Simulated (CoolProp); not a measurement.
The fluid at 293.15 K and 17.2 MPa is throttled through a valve to 8.15 MPa with no heat exchange. The same conditions are run with several fluids, on thermodynamics alone (safety and materials aside).

The numbers come from the reference Helmholtz-energy equation of state of each fluid (chlorine: Thol 2021; carbonyl sulfide: Lemmon 2006; R507A: Lemmon 2003; R1224YDZ: Akasaka 2023; isohexane: Lemmon 2006) in CoolProp. Blends and air are pseudo-pure fits.

Problem. Rank chlorine, carbonyl sulfide, R507A, R1224YDZ, isohexane by temperature change (K), highest first.

Solution. isohexane (+3.9), R1224YDZ (+2.9), chlorine (+2.8), carbonyl sulfide (+2.2), R507A (+1.0)

| fluid | final density (kg/m³) |
|---|---|
| chlorine | 1420 |
| carbonyl sulfide | 1020 |
| R507A | 1130 |
| R1224YDZ | 1390 |
| isohexane | 658 |
